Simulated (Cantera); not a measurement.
A freely propagating, adiabatic, planar premixed flame of CH₃OH : O₂ : N₂ : CO₂ = 1 : 1 : 3.5 : 1.2 (molar parts), equivalence ratio 1.5, unburnt at 475 K and 5.53 atm; mixture-averaged transport, grid criteria slope 0.08 and curve 0.16, no radiation.

Model: GRI-Mech 3.0 (53 species, 325 reactions), integrated in Cantera. GRI-Mech 3.0 was tuned for natural gas; its chemistry of methanol as a main component is partial and can be far from experiment. Burning velocities carry a grid error of a few per cent, more on coarse grids.

x: mole fraction of selected species; z is measured from the peak of heat release.

```tsv
z (mm)	T (K)	u (m/s)	x CH₃OH	x O₂	x CO₂	x NO	x HCN	x C₂H₄
-0.398	476	0.230	0.148	0.148	0.178	<1e-8	<1e-8	<1e-8
-0.265	483	0.235	0.147	0.147	0.177	<1e-8	<1e-8	<1e-8
-0.199	508	0.250	0.144	0.143	0.175	<1e-8	<1e-8	<1e-8
-0.133	622	0.312	0.132	0.129	0.172	<1e-8	<1e-8	6.18e-8
-0.0663	…	0.503	…	…	0.170	…	…	…
-0.0332	…	0.672	…	…	0.173	…	…	…
0	1554	0.860	0.00497	0.0247	0.179	8.33e-7	1.09e-7	8.28e-7
0.0332	1682	0.933	1.02e-5	0.00790	0.185	1.24e-6	1.41e-7	1.74e-7
0.0663	1729	0.958	2.55e-7	0.00236	0.188	1.50e-6	1.34e-7	1.23e-8
0.133	1763	0.976	2.29e-8	0.000358	0.188	1.71e-6	1.05e-7	<1e-8
0.265	1782	0.987	<1e-8	5.32e-5	0.188	1.82e-6	7.65e-8	<1e-8
0.530	1790	0.991	<1e-8	9.34e-6	0.187	1.86e-6	5.85e-8	<1e-8
1.06	1793	0.993	<1e-8	1.62e-6	0.187	1.84e-6	4.82e-8	<1e-8
```

**Question.** Fill in the missing entries.

**Answer.** 
- -0.0663, T (K): 964
- -0.0663, x CH₃OH: 0.0903
- -0.0663, x O₂: 0.0919
- -0.0663, x NO: 6.76e-8
- -0.0663, x HCN: 3.50e-8
- -0.0663, x C₂H₄: 2.91e-7
- -0.0332, T (K): 1250
- -0.0332, x CH₃OH: 0.0485
- -0.0332, x O₂: 0.0595
- -0.0332, x NO: 2.75e-7
- -0.0332, x HCN: 6.46e-8
- -0.0332, x C₂H₄: 5.43e-7
